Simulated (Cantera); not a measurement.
Gas-phase reforming

A perfectly stirred reactor is fed with CH4 : CO2 : H2O = 1 : 2.5 : 0.071 (molar parts), at 593 Torr; it is held at 1550 K, and followed from long to short residence time.

Detailed kinetics in Cantera: GRI-Mech 3.0 (53 species, 325 reactions).

```csv
τ (s),x CH4,x CO2,x C2H,x H,x O2,x H2O2
13,0.0212,0.191,4.93e-9,1.30e-5,9.23e-12,<1e-12
2.7,0.0406,0.273,1.15e-8,9.60e-6,1.31e-11,<1e-12
0.56,0.0877,0.410,1.41e-8,6.07e-6,1.79e-11,<1e-12
0.12,0.177,0.583,7.24e-9,4.13e-6,9.89e-12,<1e-12
0.024,0.247,0.677,1.91e-9,2.07e-6,2.48e-12,<1e-12
0.0050,0.273,0.697,1.39e-10,5.55e-7,<1e-12,<1e-12
0.0010,0.279,0.700,1.05e-12,1.38e-7,<1e-12,<1e-12
0.00022,0.280,0.700,<1e-12,7.85e-8,<1e-12,<1e-12
```
x: mole fraction; the columns are a selection and need not sum to one.
